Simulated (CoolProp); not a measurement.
Properties of methanol at several states (Tc = 513.4 K, pc = 8.216 MPa, ω = 0.565).

Model: reference Helmholtz-energy equation of state, de Reuck 1993, in CoolProp.

```
T (K)  p (MPa)   phase        Z  cv (kJ/(kg K))  Joule-Thomson coefficient (K/MPa)  isothermal compressibility (1/MPa)  viscosity (µPa s)  Prandtl number
-----  -------  ------  -------  --------------  ---------------------------------  ----------------------------------  -----------------  --------------
297.8     1.64  liquid        ?           2.105                            -0.3253                            0.001235                552            6.94
237.7     4.28  liquid        ?           1.844                                  ?                                   ?                  ?            17.5
421.3     3.05  liquid  0.04269               ?                          -0.008686                                   ?                143            3.04
```

Fill in the missing entries.


- 297.8, Z: 0.02693
- 237.7, Z: 0.08199
- 237.7, Joule-Thomson coefficient (K/MPa): -0.3812
- 237.7, isothermal compressibility (1/MPa): 0.0008183
- 237.7, viscosity (µPa s): 1640
- 421.3, cv (kJ/(kg K)): 2.884
- 421.3, isothermal compressibility (1/MPa): 0.003921

Viscosity comes from a separate model (Xiang 2006). Thermal conductivity comes from a separate model (Sykioti 2013).
